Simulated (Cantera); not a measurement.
A closed system holds: 1 mol B, a varied amount of H2O, held at 1673.15 K and 0.000460 bar.

These are equilibrium values from Cantera (NASA tables, ideal gas, pure condensed phases), not measurements of a reactor. Candidate condensed phases: B, B2O3, B3O3H3, H2O; 23 gas species. Rates play no part.

Task: At 1.1 mol H2O, list the 4 most abundant gas species with their mole fractions, and the condensed phases.

Result: H2 0.602, B2O2 0.168, HBO 0.144, B2O3 0.0558. Condensed: gas only.
